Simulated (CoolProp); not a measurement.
Saturated liquid density (kg/m³) of R134a: the reference equation beside estimates from Tc = 374.2 K, pc = 4.059 MPa, ω = 0.327.

Values from CoolProp's reference Helmholtz-energy equation of state, Tillner-Roth 1994.

| T (K) | reference | van der Waals | Redlich-Kwong | Soave-Redlich-Kwong |
|---|---|---|---|---|
| 187.7 | … | 871.9 | 1295 | 1333 |
| 192.3 | 1531 | 865.9 | 1285 | 1324 |
| 196.8 | 1519 | 859.9 | 1275 | 1316 |
| 201.3 | 1507 | 853.8 | 1264 | 1307 |
| 205.8 | 1495 | 847.6 | … | 1298 |
| 210.3 | 1482 | 841.2 | 1243 | 1289 |
| 214.9 | 1469 | 834.7 | … | 1279 |
| 219.4 | 1457 | 828.1 | 1221 | 1269 |
| 223.9 | 1444 | 821.5 | 1209 | 1259 |
| 228.4 | 1431 | 814.7 | … | 1249 |
| 232.9 | 1418 | … | 1186 | 1238 |
| 237.5 | 1405 | 800.6 | 1173 | 1227 |
| 242 | 1392 | 793.5 | 1161 | 1215 |

Problem. What belongs in the gaps?

Solution. 
- 187.7, reference: 1544
- 205.8, Redlich-Kwong: 1254
- 214.9, Redlich-Kwong: 1232
- 228.4, Redlich-Kwong: 1198
- 232.9, van der Waals: 807.8

Absolute difference from the reference over all 13 rows, mean and median: van der Waals 43.2 and 43.2 %, Redlich-Kwong 16.2 and 16.1 %, Soave-Redlich-Kwong 13.0 and 12.9 %.
